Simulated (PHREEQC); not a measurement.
Dissolve 27.5 mmol/kgw LiOH, 0.00185 mmol/kgw CO2 and 31.5 mmol/kgw Na2CO3 at 20 °C. Closed to the air; pH follows from the charge balance.

Computed with PHREEQC (ion-association model, phreeqc.dat).

Precipitation was switched off in this run.

### Question
Predict the pH, density.

### Answer
pH 12.49; density 1.003 g/cm³.

### Question
In which forms is C present?

### Answer
CO3-2 76 %, NaCO3- 23 % of the C.

Species that the database lacks are ignored.
